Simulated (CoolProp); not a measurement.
Vapour-liquid equilibrium of neopentane (1) + n-pentane (2) at 321.9 K; x and y are mole fractions of (1).

Values from CoolProp's multi-fluid Helmholtz-energy mixture model, Lemmon 2006 and Thol 2019; pair parameters Bell 2016.

```csv
x,bubble pressure (kPa),y at the bubble point,dew pressure at overall composition x (kPa),liquid density (mol/L)
0.05,162.9,0.102,157.8,8.243
0.125,177.3,(withheld),(withheld),8.201
0.2,191.7,0.349,173.2,(withheld)
0.275,206.0,(withheld),182.0,8.118
0.35,(withheld),0.533,191.8,8.077
0.425,234.6,0.609,202.6,8.036
0.5,248.9,0.677,214.6,7.995
0.575,263.1,0.737,228.0,7.954
0.65,277.3,(withheld),243.1,(withheld)
0.725,291.5,0.843,260.1,7.871
0.8,305.8,0.890,(withheld),7.830
0.875,320.1,0.934,301.0,7.788
0.95,334.4,0.974,325.8,7.746
```

Task: Complete the blanks.

Result: 
- 0.125, y at the bubble point: 0.236
- 0.125, dew pressure at overall composition x (kPa): 165.1
- 0.2, liquid density (mol/L): 8.160
- 0.275, y at the bubble point: 0.447
- 0.35, bubble pressure (kPa): 220.3
- 0.65, y at the bubble point: 0.793
- 0.65, liquid density (mol/L): 7.912
- 0.8, dew pressure at overall composition x (kPa): 279.3

No azeotrope shows between x = 0.05 and 0.95.

The pair parameters rest on a limited set of measurements; away from them the model extrapolates.
